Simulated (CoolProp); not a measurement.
A Linde-Hampson liquefier for normal hydrogen: isothermal reversible compression at 300 K from 1 atm to 5 MPa, throttling to 1 atm, return gas leaving the recuperator 10 K below the feed. Each further row changes one setting.

The numbers come from the reference Helmholtz-energy equation of state, Leachman 2009 in CoolProp.

| case | compression work (kJ/kg of gas) |
|---|---|
| as stated | 4860 |
| high pressure 10 MPa | 5750 |
| warm-end temperature 330 K | 5340 |
| warm-end gap 15 K | 4860 |
